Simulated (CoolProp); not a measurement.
Vapour-liquid equilibrium of R152A (1) + R227EA (2) at 1.06 bar; x and y are mole fractions of (1).

The numbers come from the multi-fluid Helmholtz-energy mixture model, Outcalt 1996 and Lemmon 2016; pair parameters Bell 2016 in CoolProp.

```json
[
 {"x": "0.05", "bubble temperature (K)": "257.6", "y at the bubble point": "0.060", "dew temperature at overall composition x (K)": "257.7", "liquid density (mol/L)": "9.267"},
 {"x": "0.125", "bubble temperature (K)": "257.1", "y at the bubble point": "0.156", "dew temperature at overall composition x (K)": "257.3", "liquid density (mol/L)": "9.592"},
 {"x": "0.2", "bubble temperature (K)": "256.5", "y at the bubble point": "0.253", "dew temperature at overall composition x (K)": "256.9", "liquid density (mol/L)": "9.935"},
 {"x": "0.275", "bubble temperature (K)": "255.8", "y at the bubble point": "0.349", "dew temperature at overall composition x (K)": "256.4", "liquid density (mol/L)": "10.30"},
 {"x": "0.35", "bubble temperature (K)": "255.0", "y at the bubble point": "0.439", "dew temperature at overall composition x (K)": "255.8", "liquid density (mol/L)": "10.68"},
 {"x": "0.425", "bubble temperature (K)": "254.3", "y at the bubble point": "0.522", "dew temperature at overall composition x (K)": "255.2", "liquid density (mol/L)": "11.09"},
 {"x": "0.5", "bubble temperature (K)": "253.5", "y at the bubble point": "0.597", "dew temperature at overall composition x (K)": "254.5", "liquid density (mol/L)": "11.52"},
 {"x": "0.575", "bubble temperature (K)": "252.9", "y at the bubble point": "0.667", "dew temperature at overall composition x (K)": "253.8", "liquid density (mol/L)": "11.98"},
 {"x": "0.65", "bubble temperature (K)": "252.2", "y at the bubble point": "0.730", "dew temperature at overall composition x (K)": "253.0", "liquid density (mol/L)": "12.47"},
 {"x": "0.725", "bubble temperature (K)": "251.7", "y at the bubble point": "0.789", "dew temperature at overall composition x (K)": "252.3", "liquid density (mol/L)": "12.99"},
 {"x": "0.8", "bubble temperature (K)": "251.2", "y at the bubble point": "0.846", "dew temperature at overall composition x (K)": "251.6", "liquid density (mol/L)": "13.56"},
 {"x": "0.875", "bubble temperature (K)": "250.7", "y at the bubble point": "0.902", "dew temperature at overall composition x (K)": "250.9", "liquid density (mol/L)": "14.16"},
 {"x": "0.95", "bubble temperature (K)": "250.4", "y at the bubble point": "0.959", "dew temperature at overall composition x (K)": "250.4", "liquid density (mol/L)": "14.81"}
]
```

No azeotrope shows between x = 0.05 and 0.95.

Pair parameters are fitted to limited data, so mixtures are less certain than the pure fluids. The gap from Raoult's law changes sign with composition, which may be real or a fault of the pair parameters; it wasn't checked against measurements.
